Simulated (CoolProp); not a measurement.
Saturated liquid density (kg/m³) of sulfur dioxide: the reference equation beside estimates from Tc = 430.6 K, pc = 7887 kPa, ω = 0.256. Rackett uses Z = 0.29056 − 0.08775 ω.

The numbers come from the reference Helmholtz-energy equation of state, Gao 2016 in CoolProp.

| T (K) | reference | Rackett | Soave-Redlich-Kwong | Peng-Robinson |
|---|---|---|---|---|
| 265.8 | 1455 | 1432 | 1303 | 1472 |
| 283.4 | 1408 | 1387 | 1262 | 1427 |
| 301.1 | 1358 | ? | 1216 | 1377 |
| 318.8 | 1306 | 1289 | 1165 | ? |
| 336.5 | 1250 | 1235 | 1107 | 1256 |
| 354.1 | 1189 | 1176 | 1042 | 1183 |
| 371.8 | ? | 1109 | 965.7 | 1096 |
| 389.5 | 1036 | 1032 | 874.8 | 990.6 |

### Question
Fill in the missing entries.

### Answer

- 301.1, Rackett: 1339
- 318.8, Peng-Robinson: 1321
- 371.8, reference: 1119

Absolute difference from the reference over all 8 rows, mean and median: Rackett 1.2 and 1.3 %, Soave-Redlich-Kwong 11.9 and 11.1 %, Peng-Robinson 1.6 and 1.3 %.
